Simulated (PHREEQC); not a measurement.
Make-up at 25 °C: 2.8 mmol/kgw HCl, 0.21 mmol/kgw Al2(SO4)3 and 20 mmol/kgw NiSO4. Closed to the air; pH follows from the charge balance.

Model: ion-association model, wateq4f.dat, run in PHREEQC.

Each row changes one thing in this solution. No solid was allowed to form.

| case | pH | ionic strength (mol/kgw) | Ni+2 (mol/kgw) | SO4-2 (mol/kgw) | NiSO4 (mol/kgw) | HSO4- (mol/kgw) | SI of Morenosite (NiSO4:7H2O) |
|---|---|---|---|---|---|---|---|
| as made | 2.82 | 0.0555 | 0.0135 | 0.0127 | 0.00650 | 0.00102 | -2.11 |
| diluted 10-fold with water | [?] | 0.00723 | 0.00172 | 0.00172 | 0.000283 | 2.98e-5 | -3.48 |
| NiSO4 from 0.02 to 0.004 mol/kgw | 2.67 | 0.0163 | 0.00326 | 0.00313 | 0.000727 | 0.000445 | -3.07 |
| Al2(SO4)3 left out | 2.82 | 0.0548 | 0.0135 | 0.0125 | [?] | 0.00102 | [?] |
| Al2(SO4)3 from 0.00021 to 0.00042 mol/kgw | 2.82 | 0.0563 | 0.0134 | 0.0129 | [?] | 0.00103 | -2.11 |
| diluted 5-fold with water | 3.37 | 0.0135 | 0.00321 | 0.00318 | 0.000785 | 9.27e-5 | -3.03 |
| temperature from 25 to 35 °C | 2.85 | 0.0545 | 0.0133 | 0.0124 | 0.00668 | 0.00115 | -2.21 |
| diluted 100-fold with water | 4.56 | 0.000827 | 0.000194 | 0.000199 | 5.81e-6 | 4.87e-7 | -5.17 |

Problem. Complete the blanks.

Solution. 
- diluted 10-fold with water, pH: 3.64
- Al2(SO4)3 left out, NiSO4 (mol/kgw): 0.00647
- Al2(SO4)3 left out, SI of Morenosite (NiSO4:7H2O): -2.12
- Al2(SO4)3 from 0.00021 to 0.00042 mol/kgw, NiSO4 (mol/kgw): 0.00652
